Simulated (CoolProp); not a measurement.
o-xylene at 493.44 K and 0.355 MPa flows at 6.2 m/s in a round tube of 4.6 mm bore and 0.25 µm roughness, fully developed (64/Re and Nu = 3.66 if laminar; Colebrook and Gnielinski if turbulent). Each further row changes one setting.

Values from CoolProp's reference Helmholtz-energy equation of state, Zhou 2012.

| case | Reynolds number | Darcy friction factor | pressure drop (Pa/m) | heat-transfer coefficient (W/(m² K)) | mass flow (kg/h) |
|---|---|---|---|---|---|
| as stated | 26800 | 0.0243 | ___ | 439 | ___ |
| velocity 12.4 m/s | 53600 | 0.0208 | ___ | 756 | ___ |
| diameter 9.2 mm | 53600 | 0.0207 | ___ | 376 | 15.0 |

Task: What belongs in the gaps?

Result: 
- as stated, pressure drop (Pa/m): 1020
- as stated, mass flow (kg/h): 3.74
- velocity 12.4 m/s, pressure drop (Pa/m): 3500
- velocity 12.4 m/s, mass flow (kg/h): 7.49
- diameter 9.2 mm, pressure drop (Pa/m): 436

Viscosity comes from a separate model (Cao 2016). Thermal conductivity comes from a separate model (Mylona 2014).
